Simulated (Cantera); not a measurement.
A closed system holds: 1 mol CH2F2, 0.57 mol H2, a varied amount of F2, held at 1902 °C and 1.90 Pa.

Method: chemical equilibrium by Gibbs-energy minimisation in Cantera with the NASA 1993 tables (ideal gas, pure condensed phases). Candidate condensed phases: C, C6H6, C7H8, C8H18; 95 gas species. Rates play no part.

**Question.** At 0.49 mol F2, list the 5 most abundant gas species with their mole fractions, and the condensed phases.

**Answer.** HF 0.922, H 0.0600, F 0.0152, H2 0.00287, CF 0.000156. Condensed: C(graphite).
